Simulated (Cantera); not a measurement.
A Cantera script and what it prints.

```python
import numpy as np
import cantera as ct

gas_names = """
    O2 CL2
""".split()
cond_names = """
    Li(L) LiCL(L) Li2O(s)
""".split()


# ... load() reads the species with a 1 bar reference pressure and builds the phases ...
species = {s.name: s for s in load("nasa_gas.yaml", gas_names) + load("nasa_condensed.yaml", cond_names)}
T = 1375
g = {n: (s.thermo.h(T) - T * s.thermo.s(T)) / (ct.gas_constant * T * np.log(10)) for n, s in species.items()}
valid = cond_names  # the entries whose range holds T


def stable(la, lb):
    # potentials (over RT ln 10) of the two non-metals from log10 p(O2) and log10 p(CL2) in bar
    mu = {}
    mu["O"] = (g["O2"] + la) / 2
    mu["Cl"] = (g["CL2"] + lb) / 2
    cost = {}
    for n in valid:
        c = species[n].composition
        cost[n] = (g[n] - sum(c.get(e, 0) * m for e, m in mu.items())) / c["Li"]
    return min(cost, key=cost.get)


results = []
for lb in [1, -0.9, -2.9, -4.8, -6.7, -8.6, -10.6, -12.5, -14.4, -16.4, -18.3, -20.2, -22.1, -24.1, -26]:
    row = [stable(la, lb) for la in [-33, -31.4, -29.7, -28, -26.4, -24.8, -23.1, -21.5, -19.8, -18.2, -16.5, -14.8, -13.2, -11.6, -9.9, -8.2, -6.6, -5, -3.3, -1.7, 0]]
    results.append(row)
    print(f"{lb:6.1f}  " + " ".join(f"{valid.index(n):x}" for n in row))
print("key: " + ", ".join(f"{i:x} {n}" for i, n in enumerate(valid)))
```

Result:

```
   1.0  1 1 1 1 1 1 1 1 1 1 1 1 1 1 1 1 1 1 1 1 1
  -0.9  1 1 1 1 1 1 1 1 1 1 1 1 1 1 1 1 1 1 1 1 1
  -2.9  1 1 1 1 1 1 1 1 1 1 1 1 1 1 1 1 1 1 1 1 1
  -4.8  1 1 1 1 1 1 1 1 1 1 1 1 1 1 1 1 1 1 1 1 1
  -6.7  1 1 1 1 1 1 1 1 1 1 1 1 1 1 1 1 1 1 1 1 1
  -8.6  1 1 1 1 1 1 1 1 1 1 1 1 1 1 1 1 1 1 1 1 2
 -10.6  1 1 1 1 1 1 1 1 1 1 1 1 1 1 1 1 1 2 2 2 2
 -12.5  1 1 1 1 1 1 1 1 1 1 1 1 1 1 1 2 2 2 2 2 2
 -14.4  1 1 1 1 1 1 1 1 1 1 1 1 2 2 2 2 2 2 2 2 2
 -16.4  1 1 1 1 1 1 1 1 1 1 2 2 2 2 2 2 2 2 2 2 2
 -18.3  1 1 1 1 1 1 1 1 2 2 2 2 2 2 2 2 2 2 2 2 2
 -20.2  1 1 1 1 1 2 2 2 2 2 2 2 2 2 2 2 2 2 2 2 2
 -22.1  1 1 1 2 2 2 2 2 2 2 2 2 2 2 2 2 2 2 2 2 2
 -24.1  0 2 2 2 2 2 2 2 2 2 2 2 2 2 2 2 2 2 2 2 2
 -26.0  0 2 2 2 2 2 2 2 2 2 2 2 2 2 2 2 2 2 2 2 2
key: 0 Li(L), 1 LiCL(L), 2 Li2O(s)
```

Source: NASA polynomial tables (part measured, part estimated), evaluated in Cantera. Not in the tables: the peroxide.
